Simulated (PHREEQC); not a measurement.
Dissolve 0.024 mmol/kgw H4SiO4 and 180 mmol/kgw FeSO4 at 25 °C. Closed to the air; pH follows from the charge balance.

All values are PHREEQC results (ion-association model, phreeqc.dat), not measurements.

```json
[
 {"quantity": "pH", "before": "5.82", "after": "6.93"},
 {"quantity": "ionic strength (mol/kgw)", "before": "0.369", "after": "1.17e-7"},
 {"quantity": "H3SiO4- (mol/kgw)", "before": "3.80e-9", "after": "3.03e-8"},
 {"quantity": "SI of Quartz (SiO2)", "before": "-0.60", "after": "-0.64"}
]
```

### Question
Name the change that produced these shifts.
(A) diluted 5-fold with water
(B) diluted 10-fold with water
(C) H4SiO4 from 2.4e-05 to 1.2e-05 mol/kgw
(D) FeSO4 left out

### Answer
D, FeSO4 left out

This is a speciation only: nothing precipitates in the calculation.
